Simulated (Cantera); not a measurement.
Charge: 1 mol SiF₄, 12 mol NH₃, 9.5 mol N₂, at 1330 Pa.

These are equilibrium values from Cantera (NASA tables, ideal gas, pure condensed phases), not measurements of a reactor. Candidate condensed phases: Si, Si₃N₄; 37 gas species. Rates play no part.

**Question.** Which condensed phases are stable at each of these points (T (K)): 900, 950, 1000, 1050, 1100, 1150, 1200, 1250, 1300, 1350, 1400, 1450?

**Answer.** 
| T (K) | condensed phases | Si condensed (%) |
|---|---|---|
| 900 | Si₃N₄(s) | 0.2 |
| 950 | Si₃N₄(s) | 0.2 |
| 1000 | Si₃N₄(s) | 0.4 |
| 1050 | Si₃N₄(s) | 0.5 |
| 1100 | Si₃N₄(s) | 0.7 |
| 1150 | Si₃N₄(s) | 1.0 |
| 1200 | Si₃N₄(s) | 1.2 |
| 1250 | Si₃N₄(s) | 1.5 |
| 1300 | Si₃N₄(s) | 1.6 |
| 1350 | Si₃N₄(s) | 1.6 |
| 1400 | Si₃N₄(s) | 1.1 |
| 1450 | gas only | 0.0 |

From 900 K to 1400 K the condensed part is Si₃N₄(s). At 1450 K nothing is condensed.
